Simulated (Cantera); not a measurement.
# Thermodynamics of silicon carbide growth, feed CH3SiCl3 + C2H4 + H2

A closed system holds: 1 mol CH3SiCl3, 0.81 mol C2H4, 10 mol H2, held at 1423 K.

Cantera equilibrium calculation (NASA polynomials, part measured and part estimated; ideal gas, pure solids and liquids). Candidate condensed phases: C, C6H6, C7H8, C8H18, Si, SiC; 109 gas species. The feed counts by its element totals alone. The tables' values for SiCl3 are old estimates; treat these amounts as uncertain. Equilibrium is a limit: real reactors are often held back by kinetics, nucleation or transport.

```csv
P (Pa),log p H2,log p HCl,log p CH4,log p SiCl4,log p SiCl2,log p SiHCl3,log p SiCl3,log p H,n C(graphite),n SiC(s)
100,-3.10,-3.69,-8.62,-8.52,-6.08,-9.04,-7.60,-6.73,1.63,0.987
400,-2.50,-3.09,-7.41,-7.32,-5.48,-7.83,-6.70,-6.43,1.63,0.987
1600,-1.90,-2.49,-6.21,-6.11,-4.88,-6.63,-5.79,-6.13,1.63,0.986
6300,-1.30,-1.89,-5.02,-4.93,-4.29,-5.45,-4.91,-5.83,1.64,0.982
25000,-0.70,-1.30,-3.82,-3.76,-3.70,-4.27,-4.03,-5.53,1.64,0.969
100000,-0.10,-0.72,-2.61,-2.63,-3.14,-3.12,-3.18,-5.23,1.65,0.934
```
log p: log10 of the partial pressure in bar; n: condensed amount in mol.

From 0.750 Torr to 750 Torr the condensed part is C(graphite) + SiC(s). The main Si-bearing gas is SiCl2 at 0.750 Torr and SiCl4 at 750 Torr.
